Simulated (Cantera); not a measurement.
Charge: 1 mol Si, 0.008 mol O2, 7.1 mol CO, equilibrated at 75.0 Torr.

These are equilibrium values from Cantera (NASA tables, ideal gas, pure condensed phases), not measurements of a reactor. Candidate condensed phases: C, Si, SiC, SiO2; 20 gas species. The tables hold silica as quartz up to 1696 K and as liquid above; real silica turns to tridymite and cristobalite and melts near 1996 K. Rates play no part.

Task: At 1598 K, list the 3 most abundant gas species with their mole fractions, and the condensed phases.

Result: CO 0.997, SiO 0.00276, CO2 2.94e-5. Condensed: C(graphite) + SiO2(β-quartz).
